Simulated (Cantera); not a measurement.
**Nitride etching: AlN + H2 + HCl**

Charge: 1 mol AlN, 3.3 mol H2, a varied amount of HCl, at 0.770 bar.

Equilibrium computed with Cantera from the NASA thermochemical tables; the gas is ideal and each condensed phase is pure. Candidate condensed phases: Al, AlCl3, AlN, NH4Cl; 20 gas species. The tables' values for AlCl2 are old estimates. Equilibrium is a limit: real reactors are often held back by kinetics, nucleation or transport.

Question: Map the stable condensed phases over T = 773, 873, 973, 1073, 1173, 1273, 1373, 1473, 1573, 1673, 1773, 1873, 1973 K and n(HCl) in mol = 2.8, 3.4, 4.1, 4.9, 5.9, 7, 8.5, 10, 12, 15.

Answer: 
```
T in K \ n(HCl) in mol
         2.8 3.4 4.1 4.9 5.9   7 8.5  10  12  15
   1973    A   A   A   A   A   A   A   A   A   A
   1873    A   A   A   A   A   A   A   A   A   A
   1773    B   A   A   A   A   A   A   A   A   A
   1673    B   B   A   A   A   A   A   A   A   A
   1573    B   B   A   A   A   A   A   A   A   A
   1473    B   B   A   A   A   A   A   A   A   A
   1373    B   B   A   A   A   A   A   A   A   A
   1273    B   B   A   A   A   A   A   A   A   A
   1173    B   B   A   A   A   A   A   A   A   A
   1073    B   B   A   A   A   A   A   A   A   A
    973    B   B   A   A   A   A   A   A   A   A
    873    B   B   A   A   A   A   A   A   A   A
    773    B   B   A   A   A   A   A   A   A   A
```
A: gas only; B: AlN.
